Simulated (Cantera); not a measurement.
Cantera run, input and output.

```python
import numpy as np
import cantera as ct

gas = ct.Solution("gri30.yaml")
gas.TPX = 2300, 1200, {'CH4': 0.022, 'H2': 1}
reactor = ct.IdealGasConstPressureReactor(gas, energy="off", clone=False)
net = ct.ReactorNet([reactor])
net.rtol, net.atol = 1e-08, 1e-18
show = ['CH4', 'H2', 'CH2', 'CH3', 'C2H6', 'C2H4']
times = np.geomspace(2e-05, 60, 13)

steps = ct.SolutionArray(gas, extra=["t"])
rows = []
print(f"{'t/s':>10s}{'T/K':>9s}{'P/Pa':>11s}" + "".join(f"{s:>11s}" for s in show))
for t in times:
    while net.time < t:
        t_next = net.step()
        steps.append(gas.state, t=t_next)
    rows.append([np.interp(t, steps.t, y) for y in (steps.T, steps.P, *steps(*show).X.T)])
    print(f"{t:10.3e}{rows[-1][0]:9.1f}{rows[-1][1]:11.4g}" + "".join(f"{x:11.3e}" for x in rows[-1][2:]))
rate = np.gradient(steps.T, steps.t)
print("integrator steps:", len(steps.t))
if steps.T.max() > steps.T[0] + 200:
    print(f"time of steepest temperature rise: {steps.t[rate.argmax()]:.4e} s")
gas.TPX = 2300, 1200, {'CH4': 0.022, 'H2': 1}
gas.equilibrate("TP")
print(f"equilibrium (TP): T = {gas.T:.1f} K  " + "  ".join(f"{s} {gas[s].X[0]:.3e}" for s in show))
```

Result:

```
       t/s      T/K       P/Pa        CH4         H2        CH2        CH3       C2H6       C2H4
 2.000e-05   2300.0       1200  2.147e-02  9.784e-01  4.433e-09  5.302e-05  1.416e-10  5.719e-10
 6.931e-05   2300.0       1200  2.137e-02  9.782e-01  5.604e-08  1.523e-04  3.581e-09  2.742e-08
 2.402e-04   2300.0       1200  2.103e-02  9.774e-01  7.203e-07  4.759e-04  4.656e-08  9.606e-07
 8.324e-04   2300.0       1200  1.987e-02  9.747e-01  7.759e-06  1.497e-03  3.848e-07  1.973e-05
 2.884e-03   2300.0       1200  1.531e-02  9.681e-01  4.835e-05  3.495e-03  1.128e-06  8.536e-05
 9.996e-03   2300.0       1200  4.616e-03  9.652e-01  5.156e-05  1.880e-03  1.911e-07  2.216e-05
 3.464e-02   2300.0       1200  5.765e-04  9.601e-01  1.438e-05  3.268e-04  3.995e-09  1.300e-06
 1.200e-01   2300.0       1200  6.917e-05  9.508e-01  3.224e-06  5.277e-05  7.246e-11  4.889e-07
 4.160e-01   2300.0       1200  9.512e-06  9.334e-01  9.776e-07  1.074e-05  1.841e-12  2.968e-07
 1.442e+00   2300.0       1200  3.833e-06  9.104e-01  8.207e-07  6.245e-06  3.896e-13  1.868e-07
 4.996e+00   2300.0       1200  3.335e-06  9.052e-01  8.202e-07  5.824e-06  3.095e-13  1.709e-07
 1.731e+01   2300.0       1200  3.334e-06  9.052e-01  8.202e-07  5.823e-06  3.093e-13  1.708e-07
 6.000e+01   2300.0       1200  3.334e-06  9.052e-01  8.202e-07  5.823e-06  3.093e-13  1.708e-07
integrator steps: 1524
equilibrium (TP): T = 2300.0 K  CH4 3.361e-06  H2 9.052e-01  CH2 8.269e-07  CH3 5.870e-06  C2H6 3.140e-13  C2H4 1.708e-07
```

Computed with Cantera and GRI-Mech 3.0 (53 species, 325 reactions). GRI-Mech 3.0 stops at C3 and has no aromatics, soot or wall deposition, so with more carbon than oxygen in the feed, carbon stays in small species such as C2H2 where larger ones or solid carbon would form. Radical loss at walls, strong at low pressure, is not modelled.
